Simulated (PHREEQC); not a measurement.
**Alkaline etch or developer**

A solution holds 0.0041 mol NH3, 0.00011 mol Na2SiO3 and 0.031 mol Na2CO3 per kg of water, at 50 °C. Closed to the air; pH follows from the charge balance.

All values are PHREEQC results (ion-association model, phreeqc.dat), not measurements.

No solid was allowed to form.

### Question
Estimate the pH, ionic strength, density.

### Answer
pH 10.60; ionic strength 0.0595 mol/kgw; density 0.991 g/cm³.

### Question
In which forms is Si present?

### Answer
H3SiO4- 92 %, H4SiO4 5.8 %, H2SiO4-2 1.9 % of the Si.

At this temperature some constants are extrapolated from 25 °C, and those without enthalpy data are left unchanged.
